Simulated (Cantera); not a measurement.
# Chlorosilane synthesis and conversion: SiCl4 + HCl + H2

A closed system holds: 1 mol SiCl4, 1.6 mol HCl, 7.4 mol H2, held at 218 Torr.

Method: chemical equilibrium by Gibbs-energy minimisation in Cantera with the NASA 1993 tables (ideal gas, pure condensed phases). Candidate condensed phases: Si; 19 gas species. The tables' values for SiCl3 are old estimates; treat these amounts as uncertain. Rates play no part.

```csv
T (°C),log p H2,log p HCl,log p SiCl4,log p SiHCl3,log p SiCl3,log p SiCl2
450,-0.67,-1.33,-1.54,-4.40,-7.97,-12.01
525,-0.67,-1.33,-1.54,-3.93,-6.77,-9.95
600,-0.67,-1.33,-1.54,-3.55,-5.79,-8.27
675,-0.67,-1.33,-1.55,-3.23,-4.97,-6.86
750,-0.67,-1.32,-1.55,-2.97,-4.27,-5.67
825,-0.67,-1.32,-1.57,-2.76,-3.69,-4.66
900,-0.68,-1.30,-1.59,-2.60,-3.20,-3.81
```
log p: log10 of the partial pressure in bar; nothing condenses.

From 450 °C to 900 °C nothing is condensed. The main Si-bearing gas is SiCl4 throughout.
